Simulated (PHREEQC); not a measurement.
Solution (20 °C): 0.0046 mol/kgw TMAH, 0.0066 mol/kgw CO2 and 0.88 mol/kgw K2CO3. Closed to the air; pH follows from the charge balance.

Computed with PHREEQC (ion-association model, phreeqc.dat).

No solid was allowed to form.

Problem. What pH does the model give?

Solution. pH 11.56.

Problem. In which forms is C present?

Solution. CO3-2 99 %, HCO3- 1.5 % of the C.

The ionic strength is past about 0.7 mol/kgw, beyond the range of this activity model, so the values are rough. (CH3)4N+ isn't in the database: it is added as a free cation with an ion size of 4 Å.
